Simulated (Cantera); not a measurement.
Charge: 1 mol TiCl₄, 0.98 mol H₂O, held at 0.170 bar.

Equilibrium computed with Cantera from the NASA thermochemical tables; the gas is ideal and each condensed phase is pure. Candidate condensed phases: H₂O, Ti, TiCl₂, TiCl₃, TiCl₄, TiO, TiO₂, Ti₂O₃, Ti₃O₅, Ti₄O₇; 23 gas species. Kinetics and transport are ignored. All values below are at 1177 °C.

Base state: HCl 0.791, TiCl₄ 0.205, TiCl₃ 0.00153, Cl 0.00138, H₂O 0.000413, Cl₂ 0.000190, H₂ 0.000115 (mole fractions); condensed: TiO₂(rutile).

What changes in the equilibrium state with this change: H₂O from 0.98 to 1.6 mol?


```json
[
 {"species": "HCl", "before": "0.791", "after": "0.938"},
 {"species": "TiCl₄", "before": "0.205", "after": "0.0587"},
 {"species": "H₂O", "before": "0.000413", "after": "0.00108"},
 {"species": "TiCl₃", "before": "0.00153", "after": "0.000601"},
 {"species": "H₂", "before": "0.000115", "after": "0.000304"},
 {"species": "Cl₂", "before": "0.000190", "after": "0.000101"},
 {"species": "TiO₂(rutile), mol", "before": "0.489", "after": "0.798"}
]
```
